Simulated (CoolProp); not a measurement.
Vapour-liquid equilibrium of n-heptane (1) + p-xylene (2) at 0.00616 MPa; x and y are mole fractions of (1).

Values from CoolProp's multi-fluid Helmholtz-energy mixture model, Span 2003 and Zhou 2012; pair parameters Bell 2016.

```csv
x,"bubble temperature, mixture model (K)","bubble temperature, Raoult's law (K)","y, mixture model","y, Raoult's law"
0.05,326.1,327.4,0.230,0.182
0.2,316.8,319.5,0.577,0.527
0.35,311.2,313.6,0.734,0.714
0.5,307.2,308.9,0.826,0.827
0.65,304.1,305.1,0.891,0.901
0.8,301.5,301.9,0.942,0.953
0.95,299.1,299.2,0.986,0.990
```

The largest gap from Raoult's law is -2.7 K in bubble temperature, at x = 0.2. No azeotrope shows between x = 0.05 and 0.95.

The pair parameters rest on a limited set of measurements; away from them the model extrapolates.
